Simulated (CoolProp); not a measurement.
Dodecamethylpentasiloxane (MD3M) at 529.55 K and 0.00913 MPa is throttled through a valve to 0.00339 MPa with no heat exchange. Each further row changes one setting.

Computed with CoolProp (reference Helmholtz-energy equation of state, Thol 2019).

```
case                         temperature change (K)  final density (kg/m³)
---------------------------  ----------------------  ---------------------
as stated                                      -0.1                      …
outlet pressure 0.00102 MPa                    -0.2                      …
outlet pressure 0.00441 MPa                    -0.1                      …
```

### Question
What belongs in the gaps?

### Answer

- as stated, final density (kg/m³): 0.297
- outlet pressure 0.00102 MPa, final density (kg/m³): 0.0893
- outlet pressure 0.00441 MPa, final density (kg/m³): 0.387
